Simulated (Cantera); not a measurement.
An adiabatic, constant-volume homogeneous reactor starts with CH4 : C2H6 : O2 : N2 = 1 : 0.083 : 1.91 : 12.8 (molar parts), equivalence ratio 1.2, at 1575 K and 5.00 bar. Integrator tolerance rtol = 1e-08.

Model: GRI-Mech 3.0 (53 species, 325 reactions), integrated in Cantera.

Q: What does this change do: initial temperature 1575 to 1125 K?

A: 
```tsv
quantity	before	after
time of steepest temperature rise	91.6 µs	7.42 ms
temperature at 0.300 s	2830 K	2560 K
equilibrium temperature	2830 K	2560 K
x(CH4) at 0.300 s	<1e-12 (gas-phase equilibrium <1e-12)	<1e-12 (gas-phase equilibrium <1e-12)
x(C2H6) at 0.300 s	<1e-12 (gas-phase equilibrium <1e-12)	<1e-12 (gas-phase equilibrium <1e-12)
x(O2) at 0.300 s	0.00229 (gas-phase equilibrium 0.00229)	0.000306 (gas-phase equilibrium 0.000306)
x(C2H) at 0.300 s	<1e-12 (gas-phase equilibrium <1e-12)	<1e-12 (gas-phase equilibrium <1e-12)
x(CH2O) at 0.300 s	2.74e-9 (gas-phase equilibrium 2.74e-9)	2.47e-9 (gas-phase equilibrium 2.47e-9)
x(OH) at 0.300 s	0.00707 (gas-phase equilibrium 0.00707)	0.00202 (gas-phase equilibrium 0.00202)
x(NO) at 0.300 s	0.00400 (gas-phase equilibrium 0.00400)	0.000977 (gas-phase equilibrium 0.000977)
```

Q: What does this change do: pressure from 5.00 bar to 7.20 bar?

A: 
```
quantity                                                            before                                    after
---------------------------------  ---------------------------------------  ---------------------------------------
time of steepest temperature rise                                  91.6 µs                                  72.0 µs
temperature at 0.300 s                                              2830 K                                   2848 K
equilibrium temperature                                             2830 K                                   2848 K
x(CH4) at 0.300 s                    <1e-12 (gas-phase equilibrium <1e-12)    <1e-12 (gas-phase equilibrium <1e-12)
x(C2H6) at 0.300 s                   <1e-12 (gas-phase equilibrium <1e-12)    <1e-12 (gas-phase equilibrium <1e-12)
x(O2) at 0.300 s                   0.00229 (gas-phase equilibrium 0.00229)  0.00196 (gas-phase equilibrium 0.00196)
x(C2H) at 0.300 s                    <1e-12 (gas-phase equilibrium <1e-12)    <1e-12 (gas-phase equilibrium <1e-12)
x(CH2O) at 0.300 s                 2.74e-9 (gas-phase equilibrium 2.74e-9)  3.81e-9 (gas-phase equilibrium 3.81e-9)
x(OH) at 0.300 s                   0.00707 (gas-phase equilibrium 0.00707)  0.00651 (gas-phase equilibrium 0.00651)
x(NO) at 0.300 s                   0.00400 (gas-phase equilibrium 0.00400)  0.00379 (gas-phase equilibrium 0.00379)
```
